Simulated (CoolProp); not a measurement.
Vapour-liquid equilibrium of R152A (1) + n-butane (2) at 329.8 K; x and y are mole fractions of (1).

The numbers come from the multi-fluid Helmholtz-energy mixture model, Outcalt 1996 and Bücker 2006; pair parameters Bell 2016 in CoolProp.

Q: Give the bubble pressure and the first vapour's composition at x = 0.05, 0.275, 0.8. Is there an azeotrope?

A: x = 0.05: 0.7327 MPa, y = 0.207; x = 0.275: 1.120 MPa, y = 0.531; x = 0.8: 1.413 MPa, y = 0.817. y crosses x between x = 0.8 and 0.875: the model has an azeotrope there.

The pair parameters rest on a limited set of measurements; away from them the model extrapolates.
